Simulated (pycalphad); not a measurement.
**Effect of Al content in Mg-Al-Si**

CALPHAD calculation (pycalphad, COST 507 light-alloy database (1999)), 1 atm. These are 1990s assessments: newer ones move some temperatures and phases. Amounts are mole fractions of atoms.

```csv
alloy,liquidus (K),first solid,solidus (K),phases at 610 K
Mg-0.76Al-2.57Si (at.%),978,MG2SI,896,"hcp 0.92, MG2SI 0.08"
Mg-3.02Al-2.57Si (at.%),970,MG2SI,848,"hcp 0.92, MG2SI 0.08"
Mg-4.53Al-2.57Si (at.%),…,MG2SI,…,"hcp 0.92, MG2SI 0.08"
Mg-6.04Al-2.57Si (at.%),962,MG2SI,785,"hcp 0.92, MG2SI 0.08"
Mg-9.06Al-2.57Si (at.%),955,MG2SI,732,"hcp 0.85, MG2SI 0.08, ALMG_GAMMA 0.07"
Mg-12.08Al-2.57Si (at.%),951,MG2SI,709,"hcp 0.76, ALMG_GAMMA 0.16, MG2SI 0.08"
```

Q: Fill in the missing entries.

A: 
- Mg-4.53Al-2.57Si (at.%), liquidus (K): 966
- Mg-4.53Al-2.57Si (at.%), solidus (K): 816

Database names, with the compositions (at.%) that they take in these runs: MG2SI: Mg 67 Si 33; ALMG_GAMMA: Mg 59 Al 40.
